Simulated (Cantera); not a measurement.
Input: 1 mol PbO, a varied amount of N2, 3.4 mol H2, at 1200 K and 10.0 mbar.

Cantera equilibrium calculation (NASA polynomials, part measured and part estimated; ideal gas, pure solids and liquids). Candidate condensed phases: H2O, Pb, PbO, PbO2, Pb3O4; 27 gas species. The numbers say what is thermodynamically allowed, not how fast it happens.

Task: Which condensed phases are stable at each of these points (n(N2) (mol)): 0.68, 2.8, 4.8, 6.9, 9, 11, 13?

Result: 
```csv
n(N2) (mol),condensed phases,Pb condensed (%)
0.68,Pb(l),72.0
2.8,Pb(l),57.4
4.8,Pb(l),43.6
6.9,Pb(l),29.2
9,Pb(l),14.8
11,Pb(l),1.0
13,gas only,0.0
```

From 0.68 mol N2 to 11 mol N2 the condensed part is Pb(l). At 13 mol N2 nothing is condensed.
